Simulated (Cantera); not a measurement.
A closed system holds: 1 mol Fe3O4, 0.65 mol H2, 19 mol N2, equilibrated at 0.000120 bar.

Equilibrium computed with Cantera from the NASA thermochemical tables; the gas is ideal and each condensed phase is pure. Candidate condensed phases: Fe, FeO, Fe(OH)2, Fe(OH)3, Fe2O3, Fe3O4, H2O; 27 gas species. Mutual solubility and eutectic melting of coexisting phases are not modelled. The tables' stoichiometric FeO is somewhat more stable than real wüstite, so its field is too wide. FeO: taken at fixed stoichiometry. Equilibrium is a limit: real reactors are often held back by kinetics, nucleation or transport.

x: gas mole fraction; n: condensed amount in mol.

```
T (K)   x N2      x Fe      x O2   x H2O     x FeO       x O       x H  n FeO(s)  n Fe3O4(s)  n FeO(l)
-----  -----  --------  --------  ------  --------  --------  --------  --------  ----------  --------
1075   0.967  4.81e-11  1.14e-12  0.0312    <1e-12    <1e-12   5.79e-8      1.84       0.387         0
1150   0.967  8.30e-10  7.25e-11  0.0316  1.01e-11  6.46e-12   2.60e-7      1.86       0.379         0
1225   0.967   1.00e-8   2.76e-9  0.0319  2.56e-10  2.02e-10   9.74e-7      1.88       0.373         0
1300   0.967       ___       ___  0.0321       ___       ___       ___      1.89       0.369         0
1375   0.967   6.28e-7   1.22e-6  0.0323   5.52e-8   6.43e-8   8.92e-6      1.90       0.366         0
1450   0.967   3.56e-6   1.61e-5  0.0324   5.27e-7   7.36e-7   2.28e-5      1.91       0.363         0
1525   0.967   1.69e-5  0.000166  0.0324   4.00e-6   6.65e-6   5.31e-5      1.94       0.354         0
1600   0.965   6.84e-5   0.00137  0.0323   2.50e-5   4.91e-5  0.000114      2.09       0.302         0
1675   0.957       ___   0.00862  0.0318       ___       ___       ___         0           0      2.99
1750   0.953   0.00170   0.00925  0.0307  0.000538  0.000657  0.000662         0           0      2.96
1825   0.940   0.00883    0.0124  0.0288   0.00200   0.00156   0.00161         0           0      2.78
1900   0.897    0.0337    0.0230  0.0254   0.00664   0.00413   0.00323         0           0      2.15
1975   0.779     0.102    0.0518  0.0195    0.0201    0.0114   0.00539         0           0    0.0228
```

**Question.** Fill in the missing entries.

**Answer.** 
- 1300, x Fe: 8.98e-8
- 1300, x O2: 6.92e-8
- 1300, x FeO: 4.41e-9
- 1300, x O: 4.25e-9
- 1300, x H: 3.14e-6
- 1675, x Fe: 0.000248
- 1675, x FeO: 0.000128
- 1675, x O: 0.000289
- 1675, x H: 0.000233
